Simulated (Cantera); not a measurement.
# Ignition delay

Mixture: 21.5 % H2, 11.1 % O2, 67.5 % N2, at 0.440 bar, adiabatic and at constant pressure. Ignition delay is the time to a rise of 400 K.

Cantera simulation using GRI-Mech 3.0 (53 species, 325 reactions); the numbers are that mechanism's predictions, not measurements. Where the delays flatten at high temperature, the 400 K rule measures the pace of heat release, not the induction time.

```tsv
T0 (K)	delay (ms)
1100	0.267
1200	0.169
1300	0.129
1400	0.114
1500	0.113
1600	0.121
```
